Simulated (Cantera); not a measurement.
An isothermal, constant-pressure homogeneous reactor starts with 0.496 % CO, 0.159 % O2, 0.139 % H2O, 99.2 % N2, at 1000 K and 0.360 bar.

Computed with Cantera and GRI-Mech 3.0 (53 species, 325 reactions).

**Question.** Predict: x(CO) at 40.0 s; x(H2O) at 40.0 s; x(OH) at 40.0 s.

**Answer.** 
```
Item                                                  Value
----------------  -----------------------------------------
x(CO) at 40.0 s     0.00135 (gas-phase equilibrium 0.00131)
x(H2O) at 40.0 s  0.000955 (gas-phase equilibrium 0.000917)
x(OH) at 40.0 s      1.79e-9 (gas-phase equilibrium <1e-12)
```
